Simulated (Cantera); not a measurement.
An isothermal, constant-pressure homogeneous reactor starts with 42.1 % NO, 57.9 % N₂, at 2075 K and 1.00 bar.

Detailed kinetics in Cantera: GRI-Mech 3.0 (53 species, 325 reactions).

### Question
Predict: x(NO) at 4.00 s; x(N₂) at 4.00 s; x(O₂) at 4.00 s; x(NO₂) at 4.00 s; x(N₂O) at 4.00 s; x(O) at 4.00 s.

### Answer
```
Item                                                 Result
----------------  -----------------------------------------
x(NO) at 4.00 s      0.0101 (gas-phase equilibrium 0.00926)
x(N₂) at 4.00 s         0.784 (gas-phase equilibrium 0.784)
x(O₂) at 4.00 s         0.205 (gas-phase equilibrium 0.206)
x(NO₂) at 4.00 s    1.52e-5 (gas-phase equilibrium 1.40e-5)
x(N₂O) at 4.00 s    5.23e-7 (gas-phase equilibrium 5.17e-7)
x(O) at 4.00 s    0.000531 (gas-phase equilibrium 0.000532)
```
